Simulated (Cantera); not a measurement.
A freely propagating, adiabatic, planar premixed flame of H₂ : O₂ : N₂ = 1 : 0.192 : 0.723 (molar parts), unburnt at 323 K and 100.0 Torr; mixture-averaged transport, grid criteria slope 0.08 and curve 0.16, no radiation.

Model: the H2/O2 subset of GRI-Mech 3.0, which has no nitrogen chemistry, integrated in Cantera. Burning velocities carry a grid error of a few per cent, more on coarse grids.

Question: How do the results move with these cheaper or finer settings: unity-Lewis-number transport; multicomponent transport; multicomponent+Soret transport; grid criteria slope 0.5, curve 1; grid criteria slope 0.25, curve 0.5; grid criteria slope 0.03, curve 0.06?

Answer: 
| setting | laminar burning velocity | thermal thickness | peak x(H) | peak x(O) | grid points |
|---|---|---|---|---|---|
| as above | 240 cm/s | 5.36 mm | 0.0908 | 0.00201 | 141 |
| unity-Lewis-number transport | 139 cm/s | 4.91 mm | 0.0913 | 0.00125 | 127 |
| multicomponent transport | 233 cm/s | 5.43 mm | 0.0905 | 0.00194 | 143 |
| multicomponent+Soret transport | 225 cm/s | 5.27 mm | 0.0895 | 0.00194 | 144 |
| grid criteria slope 0.5, curve 1 | 251 cm/s | 7.13 mm | 0.0914 | 0.00170 | 48 |
| grid criteria slope 0.25, curve 0.5 | 241 cm/s | 5.74 mm | 0.0901 | 0.00189 | 75 |
| grid criteria slope 0.03, curve 0.06 | 238 cm/s | 5.18 mm | 0.0903 | 0.00204 | 328 |
The base run took around 1.7 core-seconds (rough).
Unity Lewis numbers drop preferential diffusion, which matters most where H2 and H carry the flame; Soret adds thermal diffusion.
